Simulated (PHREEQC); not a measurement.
# Copper plating or etch bath

A solution holds 0.27 mol/kgw Cu(NO3)2, 0.00012 mol/kgw HCl and 8.7e-05 mol/kgw Na2SO4, at 20 °C. Closed to the air; pH follows from the charge balance.

Model: ion-association model, phreeqc.dat, run in PHREEQC.

This is a speciation only: nothing precipitates in the calculation.

Task: Predict the pH.

Result: pH 3.91.

Task: In which forms is S present?

Result: CuSO4 62 %, SO4-2 38 % of the S.

Ionic strength above about 0.7 mol/kgw puts this run outside the model's range. Species that the database lacks are ignored.
